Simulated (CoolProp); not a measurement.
R1234yf along the isobar 1.01 bar: Z from the reference equation and from simpler models built on Tc = 367.8 K, pc = 33.84 bar, ω = 0.276; each cubic takes its own stable root.

Values from CoolProp's reference Helmholtz-energy equation of state, Lemmon 2022.

```json
[
 {"T (K)": "137.9", "phase": "liquid", "reference": "0.006543"},
 {"T (K)": "165.1", "phase": "liquid", "reference": "0.005721"},
 {"T (K)": "192.3", "phase": "liquid", "reference": "0.005151"},
 {"T (K)": "219.5", "phase": "liquid", "reference": "0.004750"},
 {"T (K)": "246.7", "phase": "gas", "reference": "0.9565"},
 {"T (K)": "274", "phase": "gas", "reference": "0.9704"},
 {"T (K)": "301.2", "phase": "gas", "reference": "0.9788"},
 {"T (K)": "328.4", "phase": "gas", "reference": "0.9843"},
 {"T (K)": "355.6", "phase": "gas", "reference": "0.9881"},
 {"T (K)": "382.8", "phase": "gas", "reference": "0.9908"},
 {"T (K)": "410", "phase": "gas", "reference": "0.9928"}
]
```

Question: How far does each simpler model (van der Waals, Redlich-Kwong, Soave-Redlich-Kwong, Peng-Robinson) lie from the reference over these 11 states: mean and median of the absolute difference, and the worst?

Answer: 
- van der Waals: mean 3545.5 %, median 1.2 %, worst +20321.1 % at 219.5 K and 1.01 bar
- Redlich-Kwong: mean 6.0 %, median 0.6 %, worst +16.9 % at 137.9 K and 1.01 bar
- Soave-Redlich-Kwong: mean 5.0 %, median 0.4 %, worst +15.5 % at 137.9 K and 1.01 bar
- Peng-Robinson: mean 0.6 %, median 0.1 %, worst +3.1 % at 137.9 K and 1.01 bar

At some of these states van der Waals gives the other phase, because its saturation line lies elsewhere.
